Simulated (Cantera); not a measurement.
**Fluorocarbon and chlorocarbon gases: CH₃F + HCl + H₂**

Input: 1 mol CH₃F, 0.057 mol HCl, 0.065 mol H₂, equilibrated at 3348.15 K and 0.100 bar.

Cantera equilibrium calculation (NASA polynomials, part measured and part estimated; ideal gas, pure solids and liquids). Candidate condensed phases: C, C₆H₆, C₇H₈, C₈H₁₈; 118 gas species. The numbers say what is thermodynamically allowed, not how fast it happens.

```yaml
x(H): 0.434
x(HF): 0.301
x(H₂): 0.111
x(C₃): 0.0692
x(C₂H): 0.0155
x(C₂H₂ (acetylene)): 0.0147
x(Cl): 0.0130
x(F): 0.0128
x(C): 0.00916
gas_amount: 3.161 mol
log10 activity of C(graphite) (absent): -0.03
```
